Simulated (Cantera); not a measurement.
What does this Cantera script print?

```python
import numpy as np
import cantera as ct

gas_names = """
    H H2 N NH NH2 NH3 N2 N2H2 N2H4 Si SiH SiH2 SiH3 SiH4 SiN Si2 Si2N Si3
""".split()
cond_names = """
    Si(cr) Si(L) Si3N4(a)
""".split()


def load(file, names, dense=False):
    # The tables refer to 1 bar. Condensed volumes are neglected.
    table = {s.name: s for s in ct.Species.list_from_file(file)}
    out = []
    for n in names:
        d = dict(table[n].input_data)
        d["thermo"] = dict(d["thermo"], **{"reference-pressure": 1e5})
        if dense:
            d["equation-of-state"] = {"model": "constant-volume", "density": "1e6 g/cm^3"}
        out.append(ct.Species.from_dict(d))
    return out


gas = ct.Solution(thermo="ideal-gas", species=load("nasa_gas.yaml", gas_names))
cond = {s.name: ct.Solution(thermo="fixed-stoichiometry", species=[s], name=s.name)
        for s in load("nasa_condensed.yaml", cond_names, dense=True)}
atoms = {
    'trisilylamine': {'Si': 3, 'N': 1, 'H': 9},
    'N2': {'N': 2},
    'H2': {'H': 2},
}
top_T = {'Si3N4(a)': 2400}  # K; cautious upper limits of use, not melting points


def equilibrate(T, P, feed):
    n = {}
    for name, mol in feed.items():
        for a, k in atoms[name].items():
            n[a] = n.get(a, 0.0) + k * mol
    gas.TPX = T, P, n
    mass = sum(n.values()) * gas.mean_molecular_weight
    gas.equilibrate("TP")
    valid = [c for c in cond.values() if c.min_temp <= T <= top_T.get(c.name, c.max_temp)]
    mix = ct.Mixture([(gas, mass / gas.mean_molecular_weight)] + [(c, 0.0) for c in valid])
    mix.T, mix.P = T, P
    mix.equilibrate("TP", solver="vcs", rtol=1e-11, max_steps=5000)
    return mix


results = []
P = 25  # Pa
for T in [1375, 1400, 1425, 1450, 1475, 1500, 1525, 1550, 1575, 1600, 1625, 1650]:
    for m in [0.96, 1.4, 1.8, 2.2, 2.6, 3, 3.4, 3.9]:
        feed = {'trisilylamine': 1, 'N2': m, 'H2': 20}  # mol
        mix = equilibrate(T, P, feed)
        results.append((T, P, feed, dict(zip(mix.species_names, mix.species_moles))))

for T, P, feed, n in results:
    print(f"{T:7g} {feed['N2']:10.4g}  " + (" + ".join(c for c in cond_names if n.get(c, 0) > 1e-12) or "gas only"))
```

It prints:

```
   1375       0.96  Si(cr) + Si3N4(a)
   1375        1.4  Si(cr) + Si3N4(a)
   1375        1.8  Si(cr) + Si3N4(a)
   1375        2.2  Si3N4(a)
   1375        2.6  Si3N4(a)
   1375          3  Si3N4(a)
   1375        3.4  Si3N4(a)
   1375        3.9  Si3N4(a)
   1400       0.96  Si(cr) + Si3N4(a)
   1400        1.4  Si(cr) + Si3N4(a)
   1400        1.8  Si(cr) + Si3N4(a)
   1400        2.2  Si3N4(a)
   1400        2.6  Si3N4(a)
   1400          3  Si3N4(a)
   1400        3.4  Si3N4(a)
   1400        3.9  Si3N4(a)
   1425       0.96  Si(cr) + Si3N4(a)
   1425        1.4  Si(cr) + Si3N4(a)
   1425        1.8  Si(cr) + Si3N4(a)
   1425        2.2  Si(cr) + Si3N4(a)
   1425        2.6  Si3N4(a)
   1425          3  Si3N4(a)
   1425        3.4  Si3N4(a)
   1425        3.9  Si3N4(a)
   1450       0.96  Si(cr)
   1450        1.4  Si(cr) + Si3N4(a)
   1450        1.8  Si(cr) + Si3N4(a)
   1450        2.2  Si(cr) + Si3N4(a)
   1450        2.6  Si(cr) + Si3N4(a)
   1450          3  Si(cr) + Si3N4(a)
   1450        3.4  Si3N4(a)
   1450        3.9  Si3N4(a)
   1475       0.96  Si(cr)
   1475        1.4  Si(cr)
   1475        1.8  Si(cr)
   1475        2.2  Si(cr)
   1475        2.6  Si(cr)
   1475          3  Si(cr) + Si3N4(a)
   1475        3.4  Si(cr) + Si3N4(a)
   1475        3.9  Si(cr) + Si3N4(a)
   1500       0.96  Si(cr)
   1500        1.4  Si(cr)
   1500        1.8  Si(cr)
   1500        2.2  Si(cr)
   1500        2.6  Si(cr)
   1500          3  Si(cr)
   1500        3.4  Si(cr)
   1500        3.9  Si(cr)
   1525       0.96  Si(cr)
   1525        1.4  Si(cr)
   1525        1.8  Si(cr)
   1525        2.2  Si(cr)
   1525        2.6  Si(cr)
   1525          3  Si(cr)
   1525        3.4  Si(cr)
   1525        3.9  Si(cr)
   1550       0.96  Si(cr)
   1550        1.4  Si(cr)
   1550        1.8  Si(cr)
   1550        2.2  Si(cr)
   1550        2.6  Si(cr)
   1550          3  Si(cr)
   1550        3.4  Si(cr)
   1550        3.9  Si(cr)
   1575       0.96  Si(cr)
   1575        1.4  Si(cr)
   1575        1.8  Si(cr)
   1575        2.2  Si(cr)
   1575        2.6  Si(cr)
   1575          3  Si(cr)
   1575        3.4  Si(cr)
   1575        3.9  Si(cr)
   1600       0.96  Si(cr)
   1600        1.4  Si(cr)
   1600        1.8  Si(cr)
   1600        2.2  Si(cr)
   1600        2.6  Si(cr)
   1600          3  Si(cr)
   1600        3.4  Si(cr)
   1600        3.9  Si(cr)
   1625       0.96  Si(cr)
   1625        1.4  Si(cr)
   1625        1.8  Si(cr)
   1625        2.2  Si(cr)
   1625        2.6  Si(cr)
   1625          3  Si(cr)
   1625        3.4  Si(cr)
   1625        3.9  Si(cr)
   1650       0.96  Si(cr)
   1650        1.4  Si(cr)
   1650        1.8  Si(cr)
   1650        2.2  Si(cr)
   1650        2.6  Si(cr)
   1650          3  Si(cr)
   1650        3.4  Si(cr)
   1650        3.9  Si(cr)
```

Method: chemical equilibrium by Gibbs-energy minimisation in Cantera with the NASA 1993 tables (ideal gas, pure condensed phases). The feed counts by its element totals alone. Mutual solubility and eutectic melting of coexisting phases are not modelled.
